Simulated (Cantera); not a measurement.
A perfectly stirred reactor is fed with 17.2 % C2H6, 82.8 % N2, at 2.85 Torr; it is held at 1875 K, and followed from long to short residence time.

Cantera simulation using GRI-Mech 3.0 (53 species, 325 reactions); the numbers are that mechanism's predictions, not measurements. GRI-Mech 3.0 stops at C3 and has no aromatics, soot or wall deposition, so with more carbon than oxygen in the feed, carbon stays in small species such as C2H2 where larger ones or solid carbon would form. Radical loss at walls, strong at low pressure, is not modelled.

### Question
Predict: x(C2H6) at τ = 0.820 s; x(H2) at τ = 0.820 s; x(C2H) at τ = 0.820 s; x(H) at τ = 0.820 s; x(C2H2) at τ = 0.820 s; x(C2H6) at τ = 23.0 ms; x(H2) at τ = 23.0 ms; x(C2H) at τ = 23.0 ms; x(H) at τ = 23.0 ms; x(C2H2) at τ = 23.0 ms.

### Answer
| Item | Result |
|---|---|
| x(C2H6) at τ = 0.820 s | 5.09e-5 |
| x(H2) at τ = 0.820 s | 0.240 |
| x(C2H) at τ = 0.820 s | 1.59e-5 |
| x(H) at τ = 0.820 s | 0.00261 |
| x(C2H2) at τ = 0.820 s | 0.123 |
| x(C2H6) at τ = 23.0 ms | 0.00165 |
| x(H2) at τ = 23.0 ms | 0.186 |
| x(C2H) at τ = 23.0 ms | 2.04e-5 |
| x(H) at τ = 23.0 ms | 0.00321 |
| x(C2H2) at τ = 23.0 ms | 0.0993 |
